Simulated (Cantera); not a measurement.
A Cantera script and its output.

```python
import numpy as np
import cantera as ct

gas = ct.Solution("gri30.yaml")
gas.TPX = 950, 24000, {'H2': 1, 'O2': 1, 'N2': 13}
reactor = ct.IdealGasConstPressureReactor(gas, energy="off", clone=False)
net = ct.ReactorNet([reactor])
net.rtol, net.atol = 1e-08, 1e-18
show = ['H2', 'O2', 'NO', 'OH', 'N2O', 'H2O']
times = np.geomspace(7e-05, 200, 13)

steps = ct.SolutionArray(gas, extra=["t"])
rows = []
print(f"{'t/s':>10s}{'T/K':>9s}{'P/Pa':>11s}" + "".join(f"{s:>11s}" for s in show))
for t in times:
    while net.time < t:
        t_next = net.step()
        steps.append(gas.state, t=t_next)
    rows.append([np.interp(t, steps.t, y) for y in (steps.T, steps.P, *steps(*show).X.T)])
    print(f"{t:10.3e}{rows[-1][0]:9.1f}{rows[-1][1]:11.4g}" + "".join(f"{x:11.3e}" for x in rows[-1][2:]))
rate = np.gradient(steps.T, steps.t)
print("integrator steps:", len(steps.t))
if steps.T.max() > steps.T[0] + 200:
    print(f"time of steepest temperature rise: {steps.t[rate.argmax()]:.4e} s")
gas.TPX = 950, 24000, {'H2': 1, 'O2': 1, 'N2': 13}
gas.equilibrate("TP")
print(f"equilibrium (TP): T = {gas.T:.1f} K  " + "  ".join(f"{s} {gas[s].X[0]:.3e}" for s in show))
```

It prints:

```
       t/s      T/K       P/Pa         H2         O2         NO         OH        N2O        H2O
 7.000e-05    950.0    2.4e+04  6.667e-02  6.667e-02  8.631e-26  5.647e-13  2.348e-19  3.673e-12
 2.416e-04    950.0    2.4e+04  6.667e-02  6.667e-02  4.272e-24  4.400e-12  6.358e-18  8.441e-11
 8.338e-04    950.0    2.4e+04  6.667e-02  6.667e-02  1.553e-20  3.381e-10  8.302e-16  1.063e-08
 2.878e-03    950.0    2.4e+04  4.472e-02  5.700e-02  3.977e-08  4.636e-04  1.191e-09  1.850e-02
 9.933e-03    950.0    2.4e+04  8.686e-04  3.488e-02  3.886e-07  3.649e-05  1.053e-08  6.803e-02
 3.428e-02    950.0    2.4e+04  2.388e-04  3.459e-02  3.733e-07  9.336e-06  1.234e-08  6.871e-02
 1.183e-01    950.0    2.4e+04  5.773e-05  3.451e-02  3.337e-07  3.458e-06  1.335e-08  6.890e-02
 4.084e-01    950.0    2.4e+04  7.676e-06  3.449e-02  2.956e-07  1.581e-06  1.381e-08  6.896e-02
 1.409e+00    950.0    2.4e+04  3.129e-07  3.448e-02  3.227e-07  7.078e-07  1.395e-08  6.896e-02
 4.865e+00    950.0    2.4e+04  3.649e-09  3.448e-02  3.692e-07  3.050e-07  1.400e-08  6.897e-02
 1.679e+01    950.0    2.4e+04  2.145e-10  3.448e-02  3.864e-07  1.543e-07  1.400e-08  6.897e-02
 5.795e+01    950.0    2.4e+04  6.268e-11  3.448e-02  3.896e-07  8.617e-08  1.390e-08  6.897e-02
 2.000e+02    950.0    2.4e+04  2.286e-11  3.448e-02  3.890e-07  5.031e-08  1.347e-08  6.897e-02
integrator steps: 1817
equilibrium (TP): T = 950.0 K  H2 1.390e-11  O2 3.448e-02  NO 7.624e-06  OH 3.115e-08  N2O 3.455e-10  H2O 6.897e-02
```

Model: GRI-Mech 3.0 (53 species, 325 reactions), integrated in Cantera. The temperature is held fixed by assumption; the heat of reaction is taken as removed at once.
